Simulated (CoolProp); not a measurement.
C3F8 (R218) at 293.15 K and 0.294 MPa is throttled through a valve to 0.0517 MPa with no heat exchange. Each further row changes one setting.

The numbers come from the reference Helmholtz-energy equation of state, Lemmon 2006 in CoolProp. It is a short technical equation, of lower accuracy than the large ones.

```csv
case,temperature change (K),final density (kg/m³)
as stated,-3.5,4.08
outlet pressure 0.0155 MPa,-4.0,1.22
outlet pressure 0.0672 MPa,-3.2,5.32
```
